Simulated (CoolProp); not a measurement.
A single-stage vapour-compression cycle with R227EA: evaporating at 286.15 K (dew point), condensing at 328.15 K (bubble point), superheat 5 K, subcooling 0 K, compressor efficiency 0.75, no pressure losses. Each further row changes one setting.

The numbers come from the reference Helmholtz-energy equation of state, Lemmon 2016 in CoolProp.

| case | cooling COP | pressure ratio | discharge temperature (K) | refrigerating effect (kJ/kg) | volumetric capacity (kJ/m³) |
|---|---|---|---|---|---|
| as stated | 3.56 | 3.36 | 328.2 | 71.2 | 1720 |
| evaporating temperature 291.15 K | 4.29 | ___ | 328.2 | 74.5 | 2110 |
| condensing temperature 323.15 K | ___ | ___ | 323.2 | 77.7 | 1870 |
| subcooling 5 K | ___ | 3.36 | 328.2 | 77.7 | 1870 |
| superheat 15 K | ___ | 3.36 | ___ | 79.8 | 1830 |
| compressor efficiency 0.65 | 3.09 | 3.36 | 330.4 | 71.2 | 1720 |

Question: Fill in the missing entries.

Answer: 
- evaporating temperature 291.15 K, pressure ratio: 2.85
- condensing temperature 323.15 K, cooling COP: 4.31
- condensing temperature 323.15 K, pressure ratio: 2.96
- subcooling 5 K, cooling COP: 3.89
- superheat 15 K, cooling COP: 3.75
- superheat 15 K, discharge temperature (K): 336.9

The compression ends wet for: as stated; evaporating temperature 291.15 K; subcooling 5 K.
